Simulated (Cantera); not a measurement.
An adiabatic, constant-volume homogeneous reactor starts with CO : H2 : CH4 : O2 : N2 = 1 : 0.25 : 0.054 : 0.883 : 3.32 (molar parts), equivalence ratio 0.83, at 1725 K and 9.10 bar. Integrator tolerance rtol = 1e-08.

Detailed kinetics in Cantera: GRI-Mech 3.0 (53 species, 325 reactions). Above 3000 K some thermodynamic fits are extrapolated.

What does this change do: CO 1 to 0.7 parts?


```
quantity                                                            before                                    after
---------------------------------  ---------------------------------------  ---------------------------------------
time of steepest temperature rise                                  1.78 µs                                  1.74 µs
temperature at 3.00 s                                               3098 K                                   3011 K
equilibrium temperature                                             3098 K                                   3011 K
x(CO) at 3.00 s                      0.0728 (gas-phase equilibrium 0.0728)    0.0406 (gas-phase equilibrium 0.0406)
x(H2) at 3.00 s                    0.00401 (gas-phase equilibrium 0.00401)  0.00294 (gas-phase equilibrium 0.00294)
x(CH4) at 3.00 s                     <1e-12 (gas-phase equilibrium <1e-12)    <1e-12 (gas-phase equilibrium <1e-12)
x(N2O) at 3.00 s                   4.61e-6 (gas-phase equilibrium 4.61e-6)  4.95e-6 (gas-phase equilibrium 4.95e-6)
x(C2H2) at 3.00 s                    <1e-12 (gas-phase equilibrium <1e-12)    <1e-12 (gas-phase equilibrium <1e-12)
x(HO2) at 3.00 s                   2.45e-5 (gas-phase equilibrium 2.45e-5)  2.71e-5 (gas-phase equilibrium 2.71e-5)
```

What does this change do: 0.28 parts H2O added?


| quantity | before | after |
|---|---|---|
| time of steepest temperature rise | 1.78 µs | 1.99 µs |
| temperature at 3.00 s | 3098 K | 3035 K |
| equilibrium temperature | 3098 K | 3035 K |
| x(CO) at 3.00 s | 0.0728 (gas-phase equilibrium 0.0728) | 0.0620 (gas-phase equilibrium 0.0620) |
| x(H2) at 3.00 s | 0.00401 (gas-phase equilibrium 0.00401) | 0.00624 (gas-phase equilibrium 0.00624) |
| x(CH4) at 3.00 s | <1e-12 (gas-phase equilibrium <1e-12) | <1e-12 (gas-phase equilibrium <1e-12) |
| x(N2O) at 3.00 s | 4.61e-6 (gas-phase equilibrium 4.61e-6) | 3.86e-6 (gas-phase equilibrium 3.86e-6) |
| x(C2H2) at 3.00 s | <1e-12 (gas-phase equilibrium <1e-12) | <1e-12 (gas-phase equilibrium <1e-12) |
| x(HO2) at 3.00 s | 2.45e-5 (gas-phase equilibrium 2.45e-5) | 2.76e-5 (gas-phase equilibrium 2.76e-5) |
